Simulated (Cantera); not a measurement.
An isothermal, constant-pressure homogeneous reactor starts with 0.725 % H₂, 99.3 % O₂, at 1473 K and 0.00390 bar.

Computed with Cantera and GRI-Mech 3.0 (53 species, 325 reactions). Radical loss at walls, strong at low pressure, is not modelled.

One state of this run: x H₂ = 2.02e-5; x O₂ = 0.986; x H₂O = 0.00660; x H = 0.000131; x OH = 0.00112; x O = 0.00640. x: mole fraction; the columns are a selection and need not sum to one.

### Question
Which value of t (s) does it belong to?
(A) 2.04
(B) 9.41
(C) 0.0960
(D) 0.000213

### Answer
C, 0.0960
